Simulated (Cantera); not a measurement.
**Thermodynamics of silicon epitaxy and polysilicon growth, feed SiH2Cl2 + N2**

Charge: 1 mol SiH2Cl2, a varied amount of N2, held at 1475 K and 10.0 Torr.

Equilibrium computed with Cantera from the NASA thermochemical tables; the gas is ideal and each condensed phase is pure. Candidate condensed phases: NH4Cl, Si, Si3N4; 28 gas species. N2 is the only nitrogen source here; it is nearly inert below about 1500 K, so the nitride shown seldom forms there in practice. The tables' values for SiCl3 are old estimates; treat these amounts as uncertain. The numbers say what is thermodynamically allowed, not how fast it happens.

| n(N2) (mol) | x N2 | x HCl | x H2 | x SiCl2 | n Si3N4(s) |
|---|---|---|---|---|---|
| 5.3 | 0.716 | 0.175 | 0.0598 | 0.0337 | 0.223 |
| 6.7 | 0.764 | 0.148 | 0.0483 | 0.0284 | 0.224 |
| 8.4 | 0.804 | 0.124 | 0.0391 | 0.0239 | 0.225 |
| 11 | 0.844 | 0.0997 | 0.0301 | 0.0194 | 0.226 |
| 13 | 0.866 | 0.0867 | 0.0256 | 0.0170 | 0.227 |
| 17 | 0.894 | 0.0688 | 0.0196 | 0.0136 | 0.227 |
| 21 | 0.913 | 0.0570 | 0.0159 | 0.0114 | 0.228 |
| 26 | 0.929 | 0.0470 | 0.0128 | 0.00951 | 0.228 |
| 33 | 0.943 | 0.0378 | 0.0101 | 0.00773 | 0.228 |
| 41 | 0.954 | 0.0308 | 0.00809 | 0.00638 | 0.228 |
| 52 | 0.963 | 0.0246 | 0.00636 | 0.00515 | 0.228 |
| 65 | 0.970 | 0.0199 | 0.00507 | 0.00420 | 0.228 |
| 82 | 0.976 | 0.0159 | 0.00400 | 0.00339 | 0.229 |
x: gas mole fraction; n: condensed amount in mol.

From 5.3 mol N2 to 82 mol N2 the condensed part is Si3N4(s). The main Si-bearing gas is SiCl2 throughout. The share of Si in condensed phases is highest at 82 mol N2 (68.6 %) and lowest at 5.3 mol N2 (66.9 %).
